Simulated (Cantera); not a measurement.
**Equilibrium for silicon nitride deposition: SiCl₄ + N₂ + H₂ + NH₃**

Feed: 1 mol SiCl₄, 1.1 mol N₂, 12 mol H₂, 0.8 mol NH₃, equilibrated at 1173 K.

These are equilibrium values from Cantera (NASA tables, ideal gas, pure condensed phases), not measurements of a reactor. Candidate condensed phases: NH₄Cl, Si, Si₃N₄; 28 gas species. The tables' values for SiCl₃ are old estimates; treat these amounts as uncertain. Rates play no part.

| P (Pa) | log p H₂ | log p HCl | log p N₂ | log p SiCl₄ | log p SiCl₂ | n Si₃N₄(s) |
|---|---|---|---|---|---|---|
| 5 | -4.45 | -4.93 | -5.56 | -7.87 | -6.62 | 0.304 |
| 15 | -3.98 | -4.44 | -5.09 | -7.19 | -6.43 | 0.316 |
| 45 | -3.50 | -3.96 | -4.62 | -6.53 | -6.26 | 0.322 |
| 140 | -3.01 | -3.47 | -4.13 | -5.87 | -6.10 | 0.324 |
| 410 | -2.54 | -3.00 | -3.66 | -5.26 | -5.94 | 0.323 |
| 1200 | -2.07 | -2.54 | -3.19 | -4.65 | -5.80 | 0.321 |
| 3700 | -1.58 | -2.05 | -2.70 | -4.02 | -5.65 | 0.318 |
| 11000 | -1.11 | -1.59 | -2.22 | -3.42 | -5.51 | 0.313 |
| 33000 | -0.63 | -1.12 | -1.74 | -2.83 | -5.37 | 0.307 |
| 100000 | -0.15 | -0.65 | -1.25 | -2.24 | -5.24 | 0.300 |
log p: log10 of the partial pressure in bar; n: condensed amount in mol.

From 5.00 Pa to 1.00 bar the condensed part is Si₃N₄(s). The main Si-bearing gas is SiCl₂ at 5.00 Pa and SiCl₄ at 1.00 bar. The share of Si in condensed phases is highest at 1.40 mbar (97.1 %) and lowest at 1.00 bar (89.9 %).
